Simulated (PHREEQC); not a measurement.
A solution holds 0.068 mol/kgw NH4HF2, 0.00018 mol/kgw (NH4)2SiF6 and 0.0013 mol/kgw HBF4, at 25 °C. Closed to the air; pH follows from the charge balance.

Model: ion-association model, wateq4f.dat, run in PHREEQC.

```tsv
quantity	before	after
pH	3.15	3.61
ionic strength (mol/kgw)	0.0694	0.0688
F- (mol/kgw)	0.0571	0.0544
HF (mol/kgw)	0.0466	0.0552
HF2- (mol/kgw)	0.0104	0.0126
H2F2 (mol/kgw)	0.00575	0.000601
```

**Question.** Which change was made?
A) temperature from 25 to 90 °C
B) NH4HF2 from 0.068 to 0.034 mol/kgw
C) (NH4)2SiF6 replaced by CsF at the same molality
D) (NH4)2SiF6 from 0.00018 to 0.0009 mol/kgw

**Answer.** A, temperature from 25 to 90 °C

No solid was allowed to form. wateq4f.dat counts part of the HF as a dimer, H2F2, which phreeqc.dat doesn't know; its constant is uncertain. Away from 25 °C the constants follow the database's enthalpies or fits; those with neither stay at their 25 °C values. SiF6-2 is the database's only silicon fluoride. Real BF4- forms and hydrolyses slowly; the run takes it at equilibrium.
